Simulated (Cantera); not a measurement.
Charge: 1 mol MgF2, 3.4 mol HF, 53 mol N2, held at 1150 °C.

Cantera equilibrium calculation (NASA polynomials, part measured and part estimated; ideal gas, pure solids and liquids). Candidate condensed phases: Mg, MgF2; 28 gas species. Equilibrium is a limit: real reactors are often held back by kinetics, nucleation or transport.

**Question.** Which condensed phases are stable at each of these points (P (Pa)): 0.100, 1.60, 25, 400, 6300, 100000?

**Answer.** 
| P (Pa) | condensed phases | Mg condensed (%) |
|---|---|---|
| 0.100 | gas only | 0.0 |
| 1.60 | gas only | 0.0 |
| 25 | gas only | 0.0 |
| 400 | MgF2(s) | 84.4 |
| 6300 | MgF2(s) | 99.0 |
| 100000 | MgF2(s) | 99.9 |

From 0.100 Pa to 25.0 Pa nothing is condensed. From 4.00 mbar to 1.00 bar the condensed part is MgF2(s).
